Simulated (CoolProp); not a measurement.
Tetradecamethylhexasiloxane (MD4M) along the isobar 7.15 bar: Z from the reference equation and from simpler models built on Tc = 653.2 K, pc = 8.286 bar, ω = 0.800; each cubic takes its own stable root.

The numbers come from the reference Helmholtz-energy equation of state, Thol 2019 in CoolProp.

```csv
T (K),phase,reference
329.6,liquid,0.1397
337.1,liquid,0.1377
344.7,liquid,0.1359
352.2,liquid,0.1341
359.8,liquid,0.1325
367.3,liquid,0.1309
374.9,liquid,0.1294
382.4,liquid,0.1280
390,liquid,0.1267
```

Problem. How far does each simpler model (van der Waals, Soave-Redlich-Kwong, Peng-Robinson) lie from the reference over these 9 states: mean and median of the absolute difference, and the worst?

Solution. 
- van der Waals: mean 83.2 %, median 83.1 %, worst +85.0 % at 329.6 K and 7.15 bar
- Soave-Redlich-Kwong: mean 16.0 %, median 15.8 %, worst +17.6 % at 329.6 K and 7.15 bar
- Peng-Robinson: mean 3.4 %, median 3.3 %, worst +5.0 % at 329.6 K and 7.15 bar
